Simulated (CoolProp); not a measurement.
n-butane along the isobar 1.01 bar: density (kg/m³) from the reference equation and from simpler models built on Tc = 425.1 K, pc = 37.96 bar, ω = 0.201; each cubic takes its own stable root.

Computed with CoolProp (reference Helmholtz-energy equation of state, Bücker 2006).

| T (K) | phase | reference | van der Waals | Redlich-Kwong | Soave-Redlich-Kwong | Peng-Robinson |
|---|---|---|---|---|---|---|
| 146.7 | liquid | 724.0 | (withheld) | 658.5 | 660.5 | 740.0 |
| 175.4 | liquid | 697.2 | 428.3 | 638.1 | 642.8 | 721.4 |
| 204 | liquid | 670.2 | 413.8 | 615.1 | 622.6 | 700.1 |
| 232.6 | liquid | 642.5 | 3.137 | 589.2 | 599.5 | 675.6 |
| 261.3 | liquid | 613.3 | 2.771 | 559.7 | 572.6 | 646.8 |
| 289.9 | gas | (withheld) | (withheld) | 2.503 | 2.508 | 2.512 |
| 318.5 | gas | 2.271 | 2.252 | 2.264 | 2.267 | 2.270 |
| 347.2 | gas | 2.070 | 2.060 | 2.067 | 2.069 | 2.072 |
| 375.8 | gas | 1.905 | 1.899 | 1.904 | 1.904 | 1.907 |
| 404.4 | gas | 1.765 | 1.762 | 1.764 | 1.765 | 1.767 |
| 433.1 | gas | 1.644 | 1.643 | 1.644 | 1.644 | 1.646 |

Problem. Some entries are withheld; supply them.

Solution. 
- 146.7, van der Waals: 441.7
- 289.9, reference: 2.519
- 289.9, van der Waals: 2.484

At some of these states van der Waals gives the other phase, because its saturation line lies elsewhere.
